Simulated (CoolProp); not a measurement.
Fluorine along the isobar 41.9 bar: Z from the reference equation and from simpler models built on Tc = 144.4 K, pc = 52.40 bar, ω = 0.045; each cubic takes its own stable root.

Values from CoolProp's reference Helmholtz-energy equation of state, de Reuck 1990.

```tsv
T (K)	phase	reference	van der Waals	Redlich-Kwong	Soave-Redlich-Kwong	Peng-Robinson
63.3	liquid	0.1832	0.2671	0.1803	0.1823	0.1623
71.4	liquid	0.1675	0.2433	0.1648	0.1664	0.1479
79.6	liquid	0.1553	0.2249	0.1531	0.1543	0.1370
87.8	liquid	0.1460	0.2109	0.1445	0.1454	0.1289
95.9	liquid	0.1390	0.2004	0.1385	0.1390	0.1231
104.1	liquid	0.1340	0.1929	0.1347	0.1350	0.1194
112.3	liquid	0.1308	0.1883	0.1333	0.1333	0.1179
120.5	liquid	0.1297	0.1873	0.1349	0.1346	0.1191
128.6	liquid	0.1317	0.1920	0.1412	0.1406	0.1246
136.8	liquid	0.1418	0.5626	0.1609	0.1599	0.1424
145	gas	0.6460	0.6789	0.6465	0.6467	0.6205
153.2	gas	0.7297	0.7412	0.7262	0.7283	0.7031
161.3	gas	0.7829	0.7839	0.7780	0.7813	0.7573
169.5	gas	0.8218	0.8165	0.8163	0.8207	0.7977
```

At some of these states van der Waals gives the other phase, because its saturation line lies elsewhere.
